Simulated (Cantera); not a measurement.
A perfectly stirred reactor is fed with H₂ : O₂ = 0.0051 : 1 (molar parts), at 10.00 Torr; it is held at 1450 K, and followed from long to short residence time.

Cantera simulation using GRI-Mech 3.0 (53 species, 325 reactions); the numbers are that mechanism's predictions, not measurements. Radical loss at walls, strong at low pressure, is not modelled.

Q: What does this change do: 0.0071 parts H2O added?

A: 
```json
[
 {"quantity": "x(H₂) at τ = 6.50 s", "before": "4.82e-6", "after": "6.75e-6"},
 {"quantity": "x(O₂) at τ = 6.50 s", "before": "0.994", "after": "0.987"},
 {"quantity": "x(OH) at τ = 6.50 s", "before": "0.000386", "after": "0.000507"},
 {"quantity": "x(H₂O₂) at τ = 6.50 s", "before": "1.83e-9", "after": "2.86e-9"},
 {"quantity": "x(H) at τ = 6.50 s", "before": "8.57e-6", "after": "8.14e-6"},
 {"quantity": "x(H₂) at τ = 0.150 s", "before": "4.36e-5", "after": "5.17e-5"},
 {"quantity": "x(O₂) at τ = 0.150 s", "before": "0.991", "after": "0.984"},
 {"quantity": "x(OH) at τ = 0.150 s", "before": "0.000746", "after": "0.00106"},
 {"quantity": "x(H₂O₂) at τ = 0.150 s", "before": "3.71e-9", "after": "6.36e-9"},
 {"quantity": "x(H) at τ = 0.150 s", "before": "5.94e-5", "after": "7.51e-5"}
]
```
